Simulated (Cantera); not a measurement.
**Catalytic stagnation flow on Pt**

A jet of CH₄ : O₂ : N₂ = 0.01 : 0.13 : 0.79 (molar parts), equivalence ratio 0.15 at 300 K and 0.0560 bar hits a platinum plate 3.1 cm away at a mass flux of 0.038 kg/m²/s; the plate temperature is set and raised in steps from an oxygen-covered start.

Cantera simulation using Deutschmann's 1995 Pt surface mechanism with GRI-Mech 3.0 gas chemistry; the numbers are that mechanism's predictions, not measurements. Catalytic surfaces can have several steady states; this one follows from the mechanism file's or the stated starting coverage.

```csv
plate T (K),wall x CH₄,wall x O₂,wall x H₂O,wall x OH,wall x CO,wall x CO₂,θ free Pt,θ O*
900,0.00795,0.134,0.00523,1.85e-8,3.11e-6,0.00343,0.213,0.787
950,0.00655,0.131,0.00781,6.19e-8,3.54e-6,0.00513,0.280,0.720
1000,0.00529,0.128,0.0101,1.74e-7,3.86e-6,0.00666,0.349,0.650
1050,0.00427,0.126,0.0120,4.28e-7,4.14e-6,0.00788,0.418,0.581
1100,0.00350,0.124,0.0134,9.52e-7,4.47e-6,0.00881,0.485,0.514
```
x: mole fraction at the wall; θ: surface coverage.
